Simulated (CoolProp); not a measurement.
Oxygen along the isotherm 177 K: density (kg/m³) from the reference equation and from simpler models built on Tc = 154.6 K, pc = 5046 kPa, ω = 0.022; each cubic takes its own stable root.

Computed with CoolProp (reference Helmholtz-energy equation of state, Schmidt 1985).

```csv
p (kPa),phase,reference
194,gas,4.255
388,gas,8.584
582,gas,12.99
776,gas,17.48
970,gas,22.05
1160,gas,26.62
1360,gas,31.52
1550,gas,36.27
1750,gas,41.38
1940,gas,46.33
2140,gas,51.67
2330,gas,56.85
2520,gas,62.15
```

**Question.** How far does each simpler model (van der Waals, Redlich-Kwong, Soave-Redlich-Kwong, Peng-Robinson) lie from the reference over these 13 states: mean and median of the absolute difference, and the worst?

**Answer.** 
- van der Waals: mean 0.2 %, median 0.2 %, worst -0.3 % at 177 K and 2330 kPa
- Redlich-Kwong: mean 0.2 %, median 0.2 %, worst +0.3 % at 177 K and 2520 kPa
- Soave-Redlich-Kwong: mean 0.1 %, median 0.1 %, worst +0.2 % at 177 K and 2520 kPa
- Peng-Robinson: mean 1.1 %, median 1.1 %, worst +2.0 % at 177 K and 2520 kPa
